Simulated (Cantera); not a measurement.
An isothermal, constant-pressure homogeneous reactor starts with C₂H₄ : H₂ = 1 : 32 (molar parts), at 1573 K and 6100 Pa. Integrator tolerance rtol = 1e-08.

Computed with Cantera and GRI-Mech 3.0 (53 species, 325 reactions). GRI-Mech 3.0 was tuned for natural gas; its chemistry of ethylene as a main component is partial and can be far from experiment. GRI-Mech 3.0 stops at C3 and has no aromatics, soot or wall deposition, so with more carbon than oxygen in the feed, carbon stays in small species such as C2H2 where larger ones or solid carbon would form.

| quantity | before | after |
|---|---|---|
| x(C₂H₄) at 7.00 s | 0.000239 (gas-phase equilibrium 0.000227) | 5.33e-5 (gas-phase equilibrium 5.26e-5) |
| x(H₂) at 7.00 s | 0.970 (gas-phase equilibrium 0.968) | 0.970 (gas-phase equilibrium 0.970) |
| x(H) at 7.00 s | 0.000166 (gas-phase equilibrium 0.000163) | 0.000350 (gas-phase equilibrium 0.000349) |
| x(CH₄) at 7.00 s | 0.000845 (gas-phase equilibrium 0.00385) | 3.43e-5 (gas-phase equilibrium 0.000866) |
| x(CH₂) at 7.00 s | 4.67e-10 (gas-phase equilibrium 2.00e-9) | 8.79e-11 (gas-phase equilibrium 2.06e-9) |
| x(CH₃) at 7.00 s | 2.94e-6 (gas-phase equilibrium 1.31e-5) | 2.51e-7 (gas-phase equilibrium 6.33e-6) |
| x(C₂H) at 7.00 s | 1.43e-8 (gas-phase equilibrium 1.33e-8) | 3.06e-8 (gas-phase equilibrium 3.02e-8) |

Question: Which change was made?
A) temperature 1573 to 1473 K
B) pressure from 6100 Pa to 1330 Pa
C) pressure from 6100 Pa to 13300 Pa
D) pressure from 6100 Pa to 2670 Pa

Answer: B, pressure from 6100 Pa to 1330 Pa
